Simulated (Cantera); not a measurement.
Cantera run, input and output.

```python
import numpy as np
import cantera as ct

gas = ct.Solution("gri30.yaml")
gas.TPX = 650, 81000, {'CO': 1, 'H2': 0.1, 'O2': 0.393, 'N2': 3.93}
inlet = ct.Reservoir(gas, clone=True)
gas.equilibrate("HP")  # start burning
reactor = ct.IdealGasConstPressureReactor(gas, energy="on", clone=False)
exhaust = ct.Reservoir(gas, clone=True)
tau = [0.062, 0.031, 0.016, 0.0079, 0.004, 0.002, 0.001, 0.00051, 0.00026, 0.00013, 6.6e-05, 3.3e-05, 1.7e-05][0]
for a, b in ((inlet, reactor), (reactor, exhaust)):
    ct.MassFlowController(a, b, mdot=lambda t: reactor.mass / tau)
net = ct.ReactorNet([reactor])
show = ['CO', 'H2', 'O2', 'NO', 'OH', 'H2O']

rows = []
print(f"{'tau/s':>10s}{'T/K':>9s}" + "".join(f"{s:>11s}" for s in show))
for tau in [0.062, 0.031, 0.016, 0.0079, 0.004, 0.002, 0.001, 0.00051, 0.00026, 0.00013, 6.6e-05, 3.3e-05, 1.7e-05]:
    net.initial_time = 0.0
    net.advance(30 * tau)
    before = gas.X
    net.advance(40 * tau)
    drift = np.max(np.abs(gas.X - before) / (gas.X + 1e-9))
    rows.append([gas.T, *gas[show].X, drift])
    print(f"{tau:10.3e}{gas.T:9.1f}" + "".join(f"{x:11.3e}" for x in gas[show].X))
```

Output:

```
     tau/s      T/K         CO         H2         O2         NO         OH        H2O
 6.200e-02   1780.2  6.431e-02  2.089e-03  2.007e-03  8.261e-05  8.493e-04  1.643e-02
 3.100e-02   1754.4  6.642e-02  2.169e-03  3.101e-03  8.253e-05  1.036e-03  1.589e-02
 1.600e-02   1721.3  6.904e-02  2.267e-03  4.463e-03  8.193e-05  1.206e-03  1.520e-02
 7.900e-03   1675.6  7.246e-02  2.382e-03  6.245e-03  8.051e-05  1.354e-03  1.427e-02
 4.000e-03   1620.6  7.635e-02  2.478e-03  8.276e-03  7.705e-05  1.433e-03  1.317e-02
 2.000e-03   1551.7  8.111e-02  2.521e-03  1.075e-02  6.913e-05  1.422e-03  1.189e-02
 1.000e-03   1466.2  8.785e-02  2.476e-03  1.416e-02  5.381e-05  1.295e-03  1.075e-02
 5.100e-04   1351.6  1.013e-01  2.436e-03  2.086e-02  2.847e-05  1.040e-03  1.066e-02
 2.600e-04    650.0  1.844e-01  1.844e-02  7.247e-02 -1.113e-19  3.426e-17 -4.079e-16
 1.300e-04    650.0  1.844e-01  1.844e-02  7.247e-02  1.472e-23  2.420e-17  2.334e-16
 6.600e-05    650.0  1.844e-01  1.844e-02  7.247e-02 -4.490e-27  1.528e-17  7.472e-17
 3.300e-05    650.0  1.844e-01  1.844e-02  7.247e-02  1.268e-31  8.556e-18  2.093e-17
 1.700e-05    650.0  1.844e-01  1.844e-02  7.247e-02  4.370e-35  4.492e-18  5.667e-18
```

Detailed kinetics in Cantera: GRI-Mech 3.0 (53 species, 325 reactions).
